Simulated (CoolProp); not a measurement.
Hexamethyldisiloxane (MM) along the isotherm 346.85 °C: density (kg/m³) from the reference equation and from simpler models built on Tc = 245.6 °C, pc = 19.31 bar, ω = 0.418; each cubic takes its own stable root.

Model: reference Helmholtz-energy equation of state, Thol 2016, in CoolProp.

```csv
p (bar),phase,reference
0.611,gas,1.936
0.987,gas,3.139
1.59,gas,5.087
2.58,gas,8.335
4.16,gas,13.66
6.72,gas,22.66
10.9,gas,38.46
17.5,gas,66.53
28.3,supercritical,121.9
45.8,supercritical,234.9
74,supercritical,364.6
120,supercritical,445.3
193,supercritical,504.7
```

Task: How far does each simpler model (van der Waals, Redlich-Kwong) lie from the reference over these 13 states: mean and median of the absolute difference, and the worst?

Result: 
- van der Waals: mean 5.8 %, median 1.1 %, worst -17.9 % at 346.85 °C and 193 bar
- Redlich-Kwong: mean 2.3 %, median 1.1 %, worst +10.5 % at 346.85 °C and 45.8 bar
